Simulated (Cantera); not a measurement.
A closed system holds: 1 mol MgO, 2.3 mol Cl₂, 3 mol N₂, 8.9 mol HCl, at 1273 K and 0.100 bar.

Method: chemical equilibrium by Gibbs-energy minimisation in Cantera with the NASA 1993 tables (ideal gas, pure condensed phases). Candidate condensed phases: H₂O, Mg, MgCl₂, MgO, Mg(OH)₂, NH₄Cl; 38 gas species. The numbers say what is thermodynamically allowed, not how fast it happens.

Base state: HCl 0.599, N₂ 0.207, Cl₂ 0.126, MgCl₂ 0.0351, O₂ 0.0137, Cl 0.0109, H₂O 0.00772, NO 4.33e-5 (mole fractions); condensed: MgO(s).

**Question.** What changes in the equilibrium state with this change: Cl₂ from 2.3 to 26 mol?

**Answer.** 
```
species       before     after
-----------  -------  --------
Cl₂            0.126     0.631
HCl            0.599     0.229
N₂             0.207    0.0772
Cl            0.0109    0.0244
MgCl₂         0.0351    0.0257
O₂            0.0137    0.0127
H₂O          0.00772  0.000216
ClO          1.39e-5   2.99e-5
NO           4.33e-5   2.55e-5
MgO(s), mol    0.491         0
```
